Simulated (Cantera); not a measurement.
An adiabatic, constant-volume homogeneous reactor starts with CH4 : O2 : N2 = 1 : 1.05 : 3.96 (molar parts), equivalence ratio 1.9, at 1100 K and 5.00 bar. Integrator tolerance rtol = 1e-08.

Detailed kinetics in Cantera: GRI-Mech 3.0 (53 species, 325 reactions).

Q: What does this change do: pressure from 5.00 bar to 2.20 bar?

A: 
```
quantity                                                              before                                      after
---------------------------------  -----------------------------------------  -----------------------------------------
time of steepest temperature rise                                    53.2 ms                                    0.130 s
temperature at 6.00 s                                                 2577 K                                     2563 K
equilibrium temperature                                               2577 K                                     2563 K
x(CH4) at 6.00 s                     1.23e-9 (gas-phase equilibrium 1.38e-9)  2.46e-10 (gas-phase equilibrium 2.77e-10)
x(O2) at 6.00 s                      4.86e-6 (gas-phase equilibrium 4.86e-6)    9.74e-6 (gas-phase equilibrium 9.74e-6)
x(CH2) at 6.00 s                   2.26e-11 (gas-phase equilibrium 2.50e-11)  9.24e-12 (gas-phase equilibrium 1.02e-11)
x(H2) at 6.00 s                          0.146 (gas-phase equilibrium 0.146)        0.146 (gas-phase equilibrium 0.146)
x(NO) at 6.00 s                    0.000107 (gas-phase equilibrium 0.000107)  0.000148 (gas-phase equilibrium 0.000148)
```
